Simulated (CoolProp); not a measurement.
The numbers come from the reference Helmholtz-energy equation of state, Thol 2015 in CoolProp.

### Question
Give the vapour pressure (MPa), vapour Z, surface tension (mN/m) of saturated octamethylcyclotetrasiloxane (D4) at 331.6, 351.3, 489.3 K.

### Answer
```
T (K)  p (MPa)  vapour Z  surface tension (mN/m)
-----  -------  --------  ----------------------
331.6  0.00118     0.998                    15.5
351.3  0.00329     0.994                    14.1
489.3    0.255     0.849                    4.85
```

Surface tension comes from a separate correlation (Mulero 2014), older than this fluid's equation and unchecked against measurements.
